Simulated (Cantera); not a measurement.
An isothermal, constant-pressure homogeneous reactor starts with NH3 : H2 : N2 = 1 : 0.72 : 0.0028 (molar parts), at 1650 K and 20.0 Torr.

Cantera simulation using the gas-phase N/H chemistry of the illustrative SiF4/NH3 mechanism in the Surface Chemkin manual (1991); the numbers are that mechanism's predictions, not measurements. Walls and surfaces, which speed up NH3 decomposition in real reactors, are not modelled.

Question: Predict: x(NH3) at 200 s; x(H2) at 200 s; x(N) at 200 s; x(NH) at 200 s; x(H) at 200 s.

Answer: 
```json
{
 "x(NH3) at 200 s": "0.0374 (gas-phase equilibrium 3.42e-7)",
 "x(H2) at 200 s": "0.790 (gas-phase equilibrium 0.815)",
 "x(N) at 200 s": "4.05e-8 (gas-phase equilibrium 5.22e-12)",
 "x(NH) at 200 s": "4.02e-7 (gas-phase equilibrium 2.14e-11)",
 "x(H) at 200 s": "0.000204 (gas-phase equilibrium 0.000506)"
}
```
